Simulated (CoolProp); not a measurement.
Vapour pressure (bar) of water: the reference equation beside estimates from Tc = 647.1 K, pc = 220.6 bar, ω = 0.344. Clausius-Clapeyron is anchored at 439.2 K with a constant enthalpy of vaporisation of 37.15 kJ/mol.

Computed with CoolProp (reference Helmholtz-energy equation of state, Wagner 2002).

```tsv
T (K)	reference	Lee-Kesler	Clausius-Clapeyron	van der Waals	Redlich-Kwong	Soave-Redlich-Kwong	Peng-Robinson
298.3	0.03198	0.02296	0.05890	3.463	0.1499	0.02380	0.02707
333.5	0.2027	0.1654	0.2862	7.506	0.7511	0.1697	0.1833
368.7	0.8634	0.7715	1.028	14.13	2.570	0.7829	0.8167
404	2.772	2.637	2.965	24.02	6.777	2.651	2.701
439.2	7.194	7.120	7.194	37.71	14.79	7.120	7.141
474.4	15.96	16.14	15.30	55.76	28.17	16.13	16.02
509.6	31.43	32.04	29.33	78.62	48.47	32.15	31.76
544.8	56.46	57.51	51.68	106.7	77.18	58.05	57.27
```

Absolute difference from the reference over all 8 rows, mean and median: Lee-Kesler 8.5 and 3.4 %, Clausius-Clapeyron 21.3 and 7.7 %, van der Waals 2193.4 and 595.4 %, Redlich-Kwong 156.8 and 125.0 %, Soave-Redlich-Kwong 7.8 and 3.6 %, Peng-Robinson 4.6 and 2.0 %.
